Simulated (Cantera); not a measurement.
An isothermal, constant-pressure homogeneous reactor starts with H2 : O2 = 0.36 : 1 (molar parts), at 1300 K and 27.8 Torr.

Detailed kinetics in Cantera: GRI-Mech 3.0 (53 species, 325 reactions). Radical loss at walls, strong at low pressure, is not modelled. The temperature is held fixed by assumption; the heat of reaction is taken as removed at once.

x: mole fraction; the columns are a selection and need not sum to one.

| t (s) | x H2 | x O2 | x OH | x HO2 | x H | x O | x H2O2 |
|---|---|---|---|---|---|---|---|
| 0.000500 | 0.0153 | 0.598 | 0.0158 | 2.14e-5 | 0.0819 | 0.0830 | ? |
| 0.00182 | 0.00851 | 0.650 | 0.0122 | 2.45e-5 | 0.0280 | 0.0400 | ? |
| 0.00660 | 0.00108 | 0.689 | 0.00437 | 1.44e-5 | 0.00110 | 0.00468 | ? |
| 0.0240 | 7.28e-5 | 0.694 | 0.00115 | 2.34e-6 | 1.96e-5 | 0.000319 | ? |
| 0.0871 | 8.41e-6 | 0.695 | 0.000397 | 3.62e-7 | 8.04e-7 | 3.80e-5 | ? |
| 0.316 | 1.49e-6 | 0.695 | 0.000169 | 9.23e-8 | 6.20e-8 | 6.89e-6 | ? |
| 1.15 | 3.59e-7 | 0.695 | 8.34e-5 | 6.13e-8 | 7.45e-9 | 1.67e-6 | ? |
| 4.17 | 1.73e-7 | 0.695 | 5.77e-5 | 6.96e-8 | 2.51e-9 | 8.04e-7 | 2.76e-9 |
| 15.2 | 1.66e-7 | 0.695 | 5.66e-5 | 7.04e-8 | 2.36e-9 | 7.72e-7 | 2.68e-9 |
| 55.1 | 1.66e-7 | 0.695 | 5.66e-5 | 7.04e-8 | 2.36e-9 | 7.72e-7 | 2.68e-9 |
| 200 | 1.66e-7 | 0.695 | 5.66e-5 | 7.04e-8 | 2.36e-9 | 7.72e-7 | 2.68e-9 |

What belongs in the gaps?


- 0.000500, x H2O2: 9.27e-7
- 0.00182, x H2O2: 1.20e-6
- 0.00660, x H2O2: 7.67e-7
- 0.0240, x H2O2: 2.07e-7
- 0.0871, x H2O2: 5.42e-8
- 0.316, x H2O2: 1.52e-8
- 1.15, x H2O2: 4.82e-9
